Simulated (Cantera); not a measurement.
Input: 1 mol PH₃, 0.036 mol O₂, equilibrated at 2100 K and 12.0 Pa.

Cantera equilibrium calculation (NASA polynomials, part measured and part estimated; ideal gas, pure solids and liquids). Candidate condensed phases: H₂O, P, P₄O₁₀; 17 gas species. Gases not in the tables: HPO₂, HPO₃ and P₄O₆. Kinetics and transport are ignored.

Base state: H₂ 0.542, H 0.209, P₂ 0.184, P 0.0330, PO 0.0304, H₂O 0.000538, PH 0.000303, PO₂ 3.93e-5 (mole fractions); condensed: gas only.

Question: What changes in the equilibrium state with this change: O₂ from 0.036 to 0.17 mol?

Answer: 
```csv
species,before,after
H₂,0.542,0.509
H,0.209,0.203
PO,0.0304,0.134
P₂,0.184,0.123
P,0.0330,0.0270
PO₂,3.93e-5,0.000934
O,6.82e-6,3.67e-5
```
